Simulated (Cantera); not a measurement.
A Cantera script and its output.

```python
import numpy as np
import cantera as ct

gas = ct.Solution("gri30.yaml")
gas.TPX = 750, 630000, {'CH4': 1, 'H2': 0.11, 'O2': 2.69, 'N2': 10.1}
inlet = ct.Reservoir(gas, clone=True)
gas.equilibrate("HP")  # start burning
reactor = ct.IdealGasConstPressureReactor(gas, energy="on", clone=False)
exhaust = ct.Reservoir(gas, clone=True)
tau = [0.46, 0.17, 0.062, 0.023, 0.0082, 0.003, 0.0011, 0.0004, 0.00015, 5.4e-05][0]
for a, b in ((inlet, reactor), (reactor, exhaust)):
    ct.MassFlowController(a, b, mdot=lambda t: reactor.mass / tau)
net = ct.ReactorNet([reactor])
show = ['CH4', 'H2', 'O2', 'NO', 'C2H']

rows = []
print(f"{'tau/s':>10s}{'T/K':>9s}" + "".join(f"{s:>11s}" for s in show))
for tau in [0.46, 0.17, 0.062, 0.023, 0.0082, 0.003, 0.0011, 0.0004, 0.00015, 5.4e-05]:
    net.initial_time = 0.0
    net.advance(30 * tau)
    before = gas.X
    net.advance(40 * tau)
    drift = np.max(np.abs(gas.X - before) / (gas.X + 1e-9))
    rows.append([gas.T, *gas[show].X, drift])
    print(f"{tau:10.3e}{gas.T:9.1f}" + "".join(f"{x:11.3e}" for x in gas[show].X))
```

Result:

```
     tau/s      T/K        CH4         H2         O2         NO        C2H
 4.600e-01   2272.3  1.144e-07  5.149e-04  4.279e-02  5.771e-03  1.497e-15
 1.700e-01   2273.7  3.057e-07  5.196e-04  4.319e-02  4.971e-03  1.046e-14
 6.200e-02   2276.0  8.192e-07  5.302e-04  4.386e-02  3.639e-03  7.452e-14
 2.300e-02   2278.0  2.136e-06  5.520e-04  4.461e-02  2.182e-03  5.028e-13
 8.200e-03   2277.9  5.688e-06  6.037e-04  4.524e-02  1.080e-03  3.472e-12
 3.000e-03   2273.2  1.416e-05  7.260e-04  4.572e-02  5.235e-04  2.004e-11
 1.100e-03   2260.7  3.265e-05  1.004e-03  4.631e-02  2.781e-04  9.061e-11
 4.000e-04   2235.2  7.027e-05  1.568e-03  4.736e-02  1.660e-04  3.108e-10
 1.500e-04   2192.7  1.447e-04  2.503e-03  4.918e-02  1.059e-04  8.397e-10
 5.400e-05   2123.8  3.248e-04  3.945e-03  5.260e-02  6.488e-05  2.209e-09
```

Computed with Cantera and GRI-Mech 3.0 (53 species, 325 reactions).
